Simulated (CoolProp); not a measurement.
Computed with CoolProp (reference Helmholtz-energy equation of state, Akasaka 2020).

**Question.** Give the vapour pressure (kPa), vapour density (kg/m³), enthalpy of vaporisation (kJ/kg), liquid cp (kJ/(kg K)) of saturated R1123 at 235.6, 250.6, 265.7 K.

**Answer.** 
```json
[
 {"T (K)": "235.6", "p (kPa)": "299", "vapour density (kg/m³)": "13.6", "enthalpy of vaporisation (kJ/kg)": "207", "liquid cp (kJ/(kg K))": "1.33"},
 {"T (K)": "250.6", "p (kPa)": "526", "vapour density (kg/m³)": "23.4", "enthalpy of vaporisation (kJ/kg)": "195", "liquid cp (kJ/(kg K))": "1.38"},
 {"T (K)": "265.7", "p (kPa)": "867", "vapour density (kg/m³)": "38.4", "enthalpy of vaporisation (kJ/kg)": "180", "liquid cp (kJ/(kg K))": "1.45"}
]
```
